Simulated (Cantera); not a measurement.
Standard-state values (1 bar) from the NASA 1993 polynomials, evaluated with Cantera. Values are per mole of reaction as written; species without (g) are pure solids or liquids, kept so even where they would boil at 1 bar.

### Question
Between 423 and 1923 K, where is each reaction favourable under standard conditions?
- V2O5 + 10 H(g) ⇌ 5 H2O(g) + 2 V

### Answer
- V2O5 + 10 H(g) ⇌ 5 H2O(g) + 2 V: ΔG° is -1719 kJ at 423 K and -986 kJ at 1923 K; it stays negative (K > 1). ΔH° is -2086 kJ and ΔS° -572 J/K at 1923 K.
